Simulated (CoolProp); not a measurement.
Vapour-liquid equilibrium of R143a (1) + R152A (2) at 202.5 K; x and y are mole fractions of (1).

The numbers come from the multi-fluid Helmholtz-energy mixture model, Lemmon and Jacobsen 2000 and Outcalt 1996; pair parameters Bell 2016 in CoolProp.

```json
[
 {"x": "0.05", "bubble pressure, mixture model (kPa)": "8.894", "bubble pressure, Raoult's law (kPa)": "8.374", "y, mixture model": "0.218", "y, Raoult's law": "0.172"},
 {"x": "0.2", "bubble pressure, mixture model (kPa)": "13.01", "bubble pressure, Raoult's law (kPa)": "11.59", "y, mixture model": "0.542", "y, Raoult's law": "0.496"},
 {"x": "0.35", "bubble pressure, mixture model (kPa)": "16.44", "bubble pressure, Raoult's law (kPa)": "14.81", "y, mixture model": "0.695", "y, Raoult's law": "0.680"},
 {"x": "0.5", "bubble pressure, mixture model (kPa)": "19.46", "bubble pressure, Raoult's law (kPa)": "18.03", "y, mixture model": "0.793", "y, Raoult's law": "0.797"},
 {"x": "0.65", "bubble pressure, mixture model (kPa)": "22.28", "bubble pressure, Raoult's law (kPa)": "21.24", "y, mixture model": "0.866", "y, Raoult's law": "0.880"},
 {"x": "0.8", "bubble pressure, mixture model (kPa)": "25.03", "bubble pressure, Raoult's law (kPa)": "24.46", "y, mixture model": "0.927", "y, Raoult's law": "0.940"},
 {"x": "0.95", "bubble pressure, mixture model (kPa)": "27.81", "bubble pressure, Raoult's law (kPa)": "27.68", "y, mixture model": "0.982", "y, Raoult's law": "0.987"}
]
```

The largest gap from Raoult's law is +12.3 % in bubble pressure, at x = 0.2. No azeotrope shows between x = 0.05 and 0.95.

The pair parameters rest on a limited set of measurements; away from them the model extrapolates.
